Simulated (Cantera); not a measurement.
Input (Python, Cantera):

```python
import numpy as np
import cantera as ct

gas = ct.Solution("gri30.yaml", transport_model="mixture-averaged")
show = ['H2', 'H2O', 'NH3']

rows = []
print(f"{'T/K':>7s}{'rho':>11s}{'cp':>10s}{'mu':>11s}{'lambda':>11s}{'Pr':>7s}" + "".join(f"{'D_' + s:>11s}" for s in show))
for T in [400, 650, 900, 1150, 1400, 1650]:
    gas.TPX = T, 110000, {'CO2': 0.74}
    Pr = gas.cp_mass * gas.viscosity / gas.thermal_conductivity
    D = [gas.mix_diff_coeffs_mole[gas.species_index(s)] for s in show]
    rows.append([gas.density, gas.cp_mass, gas.viscosity, gas.thermal_conductivity, Pr, *D])
    print(f"{T:7g}{gas.density:11.4e}{gas.cp_mass:10.1f}{gas.viscosity:11.4e}"
          f"{gas.thermal_conductivity:11.4e}{Pr:7.3f}" + "".join(f"{d:11.4e}" for d in D))
print("SI units: kg/m3, J/kg/K, Pa s, W/m/K, m2/s")
```

Result:

```
    T/K        rho        cp         mu     lambda     Pr       D_H2      D_H2O      D_NH3
    400 1.4556e+00     937.9 1.9751e-05 2.5328e-02  0.731 1.0074e-04 2.6357e-05 2.5839e-05
    650 8.9575e-01    1102.7 2.9694e-05 4.4799e-02  0.731 2.3021e-04 6.7839e-05 6.5595e-05
    900 6.4693e-01    1203.7 3.7985e-05 6.2581e-02  0.731 3.9722e-04 1.2429e-04 1.1911e-04
   1150 5.0629e-01    1269.3 4.5250e-05 7.8650e-02  0.730 5.9757e-04 1.9338e-04 1.8425e-04
   1400 4.1588e-01    1313.3 5.1817e-05 9.3301e-02  0.729 8.2851e-04 2.7363e-04 2.5973e-04
   1650 3.5287e-01    1343.8 5.7882e-05 1.0680e-01  0.728 1.0880e-03 3.6408e-04 3.4466e-04
SI units: kg/m3, J/kg/K, Pa s, W/m/K, m2/s
```

Computed with Cantera and GRI-Mech 3.0 (53 species, 325 reactions).
